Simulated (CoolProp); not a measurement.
Values from CoolProp's reference Helmholtz-energy equation of state, Lemmon 2006. It is a short technical equation, of lower accuracy than the large ones.

For C3F8 (R218), give the phase and the cp (kJ/(kg K)), speed of sound (m/s) at -2.95 °C and 0.403 bar; 51.35 °C and 32.7 bar.


- -2.95 °C and 0.403 bar: gas; cp 0.748, speed of sound 112
- 51.35 °C and 32.7 bar: liquid; cp 1.27, speed of sound 223
